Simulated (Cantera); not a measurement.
A perfectly stirred reactor is fed with 1.84 % CH2O, 1.36 % O2, 96.8 % N2, equivalence ratio 1.4, at 750 Torr; it is held at 1150 K, and followed from long to short residence time.

Cantera simulation using GRI-Mech 3.0 (53 species, 325 reactions); the numbers are that mechanism's predictions, not measurements.

x: mole fraction; the columns are a selection and need not sum to one.

| τ (s) | x CH2O | x O2 | x N2O | x C2H | x NO | x C2H4 | x C2H2 |
|---|---|---|---|---|---|---|---|
| 1.7 | 5.92e-7 | 3.00e-5 | 8.91e-10 | <1e-12 | … | 2.16e-12 | 1.53e-11 |
| 0.56 | 1.12e-6 | 5.75e-5 | 1.71e-9 | <1e-12 | … | 4.94e-12 | 2.71e-11 |
| 0.19 | 2.18e-6 | 0.000115 | 3.40e-9 | <1e-12 | … | 9.99e-12 | 3.39e-11 |
| 0.063 | 4.67e-6 | 0.000257 | 7.40e-9 | <1e-12 | 4.58e-7 | 1.71e-11 | 2.80e-11 |
| 0.021 | 1.14e-5 | 0.000664 | 1.67e-8 | <1e-12 | 4.84e-7 | 2.26e-11 | 1.50e-11 |
| 0.0071 | 3.64e-5 | 0.00193 | 3.03e-8 | <1e-12 | … | 2.12e-11 | 5.76e-12 |
| 0.0024 | 0.00693 | 0.00963 | 1.94e-9 | <1e-12 | <1e-12 | <1e-12 | <1e-12 |
| 0.00080 | 0.0134 | 0.0115 | 7.46e-10 | <1e-12 | <1e-12 | <1e-12 | <1e-12 |
| 0.00027 | 0.0181 | 0.0134 | 6.41e-11 | <1e-12 | <1e-12 | <1e-12 | <1e-12 |

Task: What belongs in the gaps?

Result: 
- 1.7, x NO: 1.58e-7
- 0.56, x NO: 2.40e-7
- 0.19, x NO: 3.43e-7
- 0.0071, x NO: 2.53e-7
